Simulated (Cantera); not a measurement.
Equilibrium for oxide etching and cleaning by halides: SiO2 + HBr + H2

Feed: 1 mol SiO2, 2.3 mol HBr, 4.5 mol H2, equilibrated at 3.30 Pa.

Equilibrium computed with Cantera from the NASA thermochemical tables; the gas is ideal and each condensed phase is pure. Candidate condensed phases: Br2, H2O, Si, SiO2; 28 gas species. The tables hold silica as quartz up to 1696 K and as liquid above; real silica turns to tridymite and cristobalite and melts near 1996 K. Kinetics and transport are ignored.

| T (°C) | x H2 | x HBr | x Br | x SiO | x H2O | n SiO2(β-quartz) |
|---|---|---|---|---|---|---|
| 1100 | 0.666 | 0.296 | 0.0357 | 0.000787 | 0.000787 | 0.995 |
| 1125 | 0.667 | 0.286 | 0.0439 | 0.00120 | 0.00120 | 0.992 |
| 1150 | 0.667 | 0.275 | 0.0532 | 0.00182 | 0.00182 | 0.987 |
| 1175 | 0.667 | 0.263 | 0.0636 | 0.00270 | 0.00270 | 0.981 |
| 1200 | 0.666 | 0.249 | 0.0749 | 0.00395 | 0.00395 | 0.972 |
| 1225 | 0.665 | 0.234 | 0.0870 | 0.00571 | 0.00571 | 0.959 |
| 1250 | 0.662 | 0.218 | 0.0996 | 0.00814 | 0.00814 | 0.941 |
x: gas mole fraction; n: condensed amount in mol.

From 1100 °C to 1250 °C the condensed part is SiO2(β-quartz). The main Si-bearing gas is SiO throughout. The share of Si in condensed phases is highest at 1100 °C (99.5 %) and lowest at 1250 °C (94.1 %).
